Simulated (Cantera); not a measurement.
Input (Python, Cantera) and output of one run.

```python
import numpy as np
import cantera as ct

gas_names = """
    H HNO HNO2 HNO3 HO2 H2 H2O H2O2 N NH NH2 NH3 NH2OH NO NO2 NO3 N2 N2H2 N2H4 N2O O OH O2 O3 Si SiH
    SiH2 SiH3 SiH4 SiN SiO SiO2 Si2 Si2N Si3
""".split()
cond_names = """
    H2O(s) H2O(L) Si(cr) Si(L) SiO2(Lqz) SiO2(hqz) SiO2(L) Si2N2O(s) Si3N4(a)
""".split()


# ... load() reads the species with a 1 bar reference pressure and builds the phases ...
atoms = {
    'Si3N4': {'Si': 3, 'N': 4},
    'H2O': {'H': 2, 'O': 1},
    'N2': {'N': 2},
}
top_T = {'Si2N2O(s)': 2100, 'Si3N4(a)': 2400}  # K; cautious upper limits of use, not melting points


# ... equilibrate(T, P, feed) seeds the gas with the atoms and calls Mixture.equilibrate('TP', solver="vcs", rtol=1e-11, max_steps=5000) ...
results = []
feed = {'Si3N4': 1, 'H2O': 0.26, 'N2': 4.6}  # mol
T = 2050  # K
P = 3.8  # Pa
mix = equilibrate(T, P, feed)
results.append((T, P, feed, dict(zip(mix.species_names, mix.species_moles))))
print(gas.report(threshold=0.0001))
for i in range(1, mix.n_phases):
    print(f"{mix.phase(i).name:16s} {mix.phase_moles(i):12.5e} mol")
```

It prints:

```
       temperature   2050 K
          pressure   3.8 Pa
           density   6.0898e-06 kg/m^3
  mean mol. weight   27.315 kg/kmol
   phase of matter   gas

                          1 kg             1 kmol
                     ---------------   ---------------
          enthalpy        6.5659e+06        1.7935e+08  J
   internal energy        5.9419e+06         1.623e+08  J
           entropy             12073        3.2979e+05  J/K
    Gibbs function       -1.8185e+07       -4.9672e+08  J
 heat capacity c_p              1162             31740  J/K
 heat capacity c_v            857.59             23425  J/K

                      mass frac. Y      mole frac. X     chem. pot. / RT
                     ---------------   ---------------   ---------------
                 H         0.0012676          0.034351            -17.24
                H2        0.00064303         0.0087126            -34.48
                N2           0.67502           0.65818           -37.621
                Si           0.27958           0.27192           -8.0386
               SiN        0.00048563        0.00031515           -26.849
               SiO          0.041857          0.025936            -49.47
               Si2        0.00087154        0.00042383           -16.077
     [  +28 minor]        0.00027352        0.00015979

Si(L)             0.00000e+00 mol
SiO2(L)           0.00000e+00 mol
Si2N2O(s)         0.00000e+00 mol
Si3N4(a)          0.00000e+00 mol
```

Equilibrium computed with Cantera from the NASA thermochemical tables; the gas is ideal and each condensed phase is pure. The tables' values for SiN are old estimates; treat these amounts as uncertain.
